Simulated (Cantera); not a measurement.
What does this Cantera script print?

```python
import numpy as np
import cantera as ct

gas = ct.Solution("gri30.yaml")
gas.TPX = 575, 140000, {'CH4': 1, 'O2': 2.63, 'N2': 15, 'H2O': 1.1}
inlet = ct.Reservoir(gas, clone=True)
gas.equilibrate("HP")  # start burning
reactor = ct.IdealGasConstPressureReactor(gas, energy="on", clone=False)
exhaust = ct.Reservoir(gas, clone=True)
tau = [0.033, 0.018, 0.0099, 0.0054, 0.003, 0.0016, 0.00089, 0.00049, 0.00027, 0.00015, 8e-05, 4.4e-05][0]
for a, b in ((inlet, reactor), (reactor, exhaust)):
    ct.MassFlowController(a, b, mdot=lambda t: reactor.mass / tau)
net = ct.ReactorNet([reactor])
show = ['CH4', 'O2', 'H2O', 'C2H4', 'H2', 'CH2O']

rows = []
print(f"{'tau/s':>10s}{'T/K':>9s}" + "".join(f"{s:>11s}" for s in show))
for tau in [0.033, 0.018, 0.0099, 0.0054, 0.003, 0.0016, 0.00089, 0.00049, 0.00027, 0.00015, 8e-05, 4.4e-05]:
    net.initial_time = 0.0
    net.advance(30 * tau)
    before = gas.X
    net.advance(40 * tau)
    drift = np.max(np.abs(gas.X - before) / (gas.X + 1e-9))
    rows.append([gas.T, *gas[show].X, drift])
    print(f"{tau:10.3e}{gas.T:9.1f}" + "".join(f"{x:11.3e}" for x in gas[show].X))
```

Output:

```
     tau/s      T/K        CH4         O2        H2O       C2H4         H2       CH2O
 3.300e-02   1693.7  2.451e-05  3.213e-02  1.561e-01  1.498e-08  3.154e-04  2.598e-06
 1.800e-02   1688.7  3.625e-05  3.231e-02  1.557e-01  2.520e-08  4.593e-04  3.930e-06
 9.900e-03   1681.8  5.365e-05  3.258e-02  1.553e-01  4.133e-08  6.609e-04  5.889e-06
 5.400e-03   1671.8  8.068e-05  3.301e-02  1.547e-01  6.783e-08  9.447e-04  8.850e-06
 3.000e-03   1658.4  1.218e-04  3.365e-02  1.539e-01  1.114e-07  1.315e-03  1.316e-05
 1.600e-03   1638.2  1.954e-04  3.470e-02  1.528e-01  2.001e-07  1.829e-03  2.035e-05
 8.900e-04   1611.5  3.204e-04  3.625e-02  1.514e-01  3.883e-07  2.428e-03  3.153e-05
 4.900e-04   1570.7  5.983e-04  3.899e-02  1.496e-01  9.916e-07  3.175e-03  5.369e-05
 2.700e-04    575.0  5.068e-02  1.333e-01  5.575e-02 -2.493e-18 -8.366e-17 -9.562e-18
 1.500e-04    575.0  5.068e-02  1.333e-01  5.575e-02 -1.291e-21 -4.333e-20 -4.930e-21
 8.000e-05    575.0  5.068e-02  1.333e-01  5.575e-02 -8.156e-23 -2.737e-21 -3.052e-22
 4.400e-05    575.0  5.068e-02  1.333e-01  5.575e-02 -5.152e-24 -1.729e-22 -1.739e-23
```

Model: GRI-Mech 3.0 (53 species, 325 reactions), integrated in Cantera.
